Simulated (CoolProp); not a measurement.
Vapour-liquid equilibrium of R143a (1) + propane (2) at 1100 kPa; x and y are mole fractions of (1).

Computed with CoolProp (multi-fluid Helmholtz-energy mixture model, Lemmon and Jacobsen 2000 and Lemmon 2009; pair parameters Bell 2016).

```csv
x,"bubble temperature, mixture model (°C)","bubble temperature, Raoult's law (°C)","y, mixture model","y, Raoult's law"
0.05,26.3,30.1,0.126,0.065
0.125,21.7,29.2,0.257,0.159
0.2,18.7,28.2,0.345,0.249
0.275,16.8,27.3,…,0.335
0.35,…,26.4,…,0.417
0.425,14.8,25.6,0.504,0.495
0.5,…,24.8,0.546,0.570
0.575,14.0,24.0,0.588,0.642
0.65,14.0,23.2,0.633,0.711
0.725,14.3,22.4,0.685,0.777
0.8,15.1,21.7,0.747,0.841
0.875,…,21.0,0.823,0.902
0.95,…,20.3,0.920,0.962
```

Q: Complete the blanks.

A: 
- 0.275, y, mixture model: 0.409
- 0.35, bubble temperature, mixture model (°C): 15.6
- 0.35, y, mixture model: 0.460
- 0.5, bubble temperature, mixture model (°C): 14.2
- 0.875, bubble temperature, mixture model (°C): 16.3
- 0.95, bubble temperature, mixture model (°C): 18.1

The largest gap from Raoult's law is -10.8 K in bubble temperature, at x = 0.425. y crosses x between x = 0.575 and 0.65: the model has an azeotrope there.

Pair parameters are fitted to limited data, so mixtures are less certain than the pure fluids.
